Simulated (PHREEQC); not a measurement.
# Sulfide liquor: an equilibrium model

Solution (20 °C): 0.003 mol NH4HS and 6.4e-05 mol NaOH per kg of water. Closed to the air; pH follows from the charge balance.

Equilibrium calculation in PHREEQC: ion-association model, wateq4f.dat.

Each row changes one thing in this solution. Precipitation was switched off in this run.

| case | pH | ionic strength (mol/kgw) |
|---|---|---|
| as made | 8.29 | 0.00286 |
| 0.00011 mol/kgw H3PO4 added | 8.01 | 0.00305 |
| temperature from 20 to 90 °C | 7.10 | 0.00241 |
| diluted 10-fold with water | 8.27 | 0.000286 |
| NaOH left out | 8.20 | 0.00283 |
| 0.0001 mol/kgw HBF4 added | 7.79 | 0.00300 |
| 9e-05 mol/kgw NH4HSO4 added | 8.16 | ? |
| diluted 2-fold with water | 8.29 | ? |
| NH4HS left out | ? | 6.40e-5 |

What belongs in the gaps?


- 9e-05 mol/kgw NH4HSO4 added, ionic strength (mol/kgw): 0.00308
- diluted 2-fold with water, ionic strength (mol/kgw): 0.00143
- NH4HS left out, pH: 9.97

Complexes and solids missing from the database can't appear. Constants without temperature data keep their 25 °C values here. Real BF4- forms and hydrolyses slowly; the run takes it at equilibrium. The polysulfide entries of wateq4f.dat were taken out for this run.
